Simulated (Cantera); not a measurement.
Thermodynamics of fluorocarbon and chlorocarbon gases, feed CCl4 + Si + H2 + CH4

Input: 1 mol CCl4, 0.029 mol Si, 1.4 mol H2, 0.04 mol CH4, at 79.0 Pa.

Method: chemical equilibrium by Gibbs-energy minimisation in Cantera with the NASA 1993 tables (ideal gas, pure condensed phases). Candidate condensed phases: C, C6H6, C7H8, C8H18, Si, SiC; 109 gas species. The tables' values for SiCl, CCl are old estimates; treat these amounts as uncertain. The numbers say what is thermodynamically allowed, not how fast it happens.

```
T (K)   x Cl    x H     x C     x C3    x HCl
-----  -----  -----  ------  -------  -------
2873   0.537  0.370  0.0134   0.0382   0.0207
2948   0.535  0.379  0.0208   0.0347   0.0130
3023   0.531  0.382  0.0312   0.0301  0.00823
3098   0.527  0.383  0.0447   0.0245  0.00526
3173   0.521  0.381  0.0611   0.0183  0.00341
3248   0.515  0.378  0.0787   0.0121  0.00224
3323   0.509  0.375  0.0951  0.00697  0.00150
```
x: gas mole fraction; nothing condenses.

From 2873 K to 3323 K nothing is condensed. The main Si-bearing gas is Si throughout.
